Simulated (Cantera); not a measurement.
A closed system holds: 1 mol trisilylamine, 0.69 mol N₂, held at 6.00 Pa.

Method: chemical equilibrium by Gibbs-energy minimisation in Cantera with the NASA 1993 tables (ideal gas, pure condensed phases). Candidate condensed phases: Si, Si₃N₄; 18 gas species. The feed counts by its element totals alone. Gases not in the tables: Si₂H₆ and higher silanes. The numbers say what is thermodynamically allowed, not how fast it happens.

Question: Which condensed phases are stable at each of these points (T (K)): 1523, 1573, 1623, 1673, 1723, 1773, 1823?

Answer: 
```tsv
T (K)	condensed phases	Si condensed (%)
1523	Si(s)	99.9
1573	Si(s)	99.8
1623	Si(s)	99.5
1673	Si(s)	98.6
1723	Si(l)	96.7
1773	Si(l)	92.7
1823	Si(l)	84.0
```

From 1523 K to 1673 K the condensed part is Si(s). From 1723 K to 1823 K the condensed part is Si(l).
